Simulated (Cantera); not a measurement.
## Thermodynamics of carbon deposition, reforming and gasification, feed CH4 + O2

A closed system holds: 1 mol CH4, 0.098 mol O2, held at 13.3 mbar.

Equilibrium computed with Cantera from the NASA thermochemical tables; the gas is ideal and each condensed phase is pure. Candidate condensed phases: C, C6H6, C7H8, C8H18, H2O; 110 gas species. Rates play no part.

From 1573 K to 2373 K the condensed part is C(graphite). The main C-bearing gas is CO throughout.

| T (K) | x H2 | x H | x CO | x C2H2 (acetylene) | x C2H | x CH4 | n C(graphite) |
|---|---|---|---|---|---|---|---|
| 1573 | 0.910 | 0.000336 | 0.0892 | 1.88e-5 | 2.01e-11 | 2.03e-5 | 0.804 |
| 1673 | 0.910 | 0.000941 | 0.0892 | 5.18e-5 | 2.63e-10 | 1.34e-5 | 0.804 |
| 1773 | 0.908 | 0.00235 | 0.0891 | 0.000127 | 2.56e-9 | 9.27e-6 | 0.803 |
| 1873 | 0.905 | 0.00532 | 0.0890 | 0.000283 | 1.96e-8 | 6.66e-6 | 0.803 |
| 1973 | 0.900 | 0.0111 | 0.0888 | 0.000576 | 1.21e-7 | 4.93e-6 | 0.801 |
| 2073 | 0.889 | 0.0215 | 0.0883 | 0.00109 | 6.26e-7 | 3.71e-6 | 0.799 |
| 2173 | 0.872 | 0.0390 | 0.0875 | 0.00192 | 2.76e-6 | 2.82e-6 | 0.795 |
| 2273 | 0.844 | 0.0668 | 0.0863 | 0.00318 | 1.06e-5 | 2.14e-6 | 0.789 |
| 2373 | 0.802 | 0.108 | 0.0844 | 0.00494 | 3.60e-5 | 1.60e-6 | 0.781 |
x: gas mole fraction; n: condensed amount in mol.
